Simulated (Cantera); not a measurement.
Input: 1 mol trisilylamine, 15 mol N2, 0.56 mol H2, at 875 K and 0.000370 bar.

Equilibrium computed with Cantera from the NASA thermochemical tables; the gas is ideal and each condensed phase is pure. Candidate condensed phases: Si, Si3N4; 18 gas species. The feed counts by its element totals alone. The numbers say what is thermodynamically allowed, not how fast it happens.

Base state: N2 0.727, H2 0.273 (mole fractions); condensed: Si3N4(s).

Question: What changes in the equilibrium state with this change: temperature from 875 K to 2123 K?

Answer: 
```json
[
 {"species": "N2", "before": "0.727", "after": "0.633"},
 {"species": "H2", "before": "0.273", "after": "0.168"},
 {"species": "Si", "before": "<1e-9", "after": "0.121"},
 {"species": "H", "before": "1.36e-9", "after": "0.0765"},
 {"species": "SiH", "before": "<1e-9", "after": "0.000492"},
 {"species": "Si2", "before": "<1e-9", "after": "0.000433"},
 {"species": "Si3N4(s), mol", "before": "1.00", "after": "0"}
]
```
The tables' values for SiN are old estimates; treat these amounts as uncertain.

Question: What changes in the equilibrium state with this change: temperature from 875 K to 2050 K?

Answer: 
```json
[
 {"species": "N2", "before": "0.727", "after": "0.642"},
 {"species": "H2", "before": "0.273", "after": "0.184"},
 {"species": "Si", "before": "<1e-9", "after": "0.121"},
 {"species": "H", "before": "1.36e-9", "after": "0.0506"},
 {"species": "Si2", "before": "<1e-9", "after": "0.000814"},
 {"species": "SiH", "before": "<1e-9", "after": "0.000603"},
 {"species": "SiN", "before": "<1e-9", "after": "0.000431"},
 {"species": "Si2N", "before": "<1e-9", "after": "0.000313"},
 {"species": "Si3N4(s), mol", "before": "1.00", "after": "0"}
]
```
The tables' values for SiN are old estimates; treat these amounts as uncertain. Gases not in the tables: Si2H6 and higher silanes.
